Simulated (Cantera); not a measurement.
Charge: 1 mol TEOS, 13 mol CO₂, equilibrated at 702 °C and 13.0 mbar.

Method: chemical equilibrium by Gibbs-energy minimisation in Cantera with the NASA 1993 tables (ideal gas, pure condensed phases). The feed counts by its element totals alone. Kinetics and transport are ignored.

| species | before | after |
|---|---|---|
| CO | 0.507 | 0.570 |
| H₂ | 0.267 | 0.287 |
| CO₂ | 0.170 | 0.109 |
| H₂O | 0.0559 | 0.0342 |
| SiO₂(β-quartz), mol | 1.00 | 2.00 |
Gas species are given as mole fractions.

What was changed between the two runs?
(A) CO₂ from 13 to 2.8 mol
(B) TEOS replaced by HMDSO
(C) temperature from 702 °C to 1425 °C
(D) temperature from 702 °C to 1252 °C

B, TEOS replaced by HMDSO
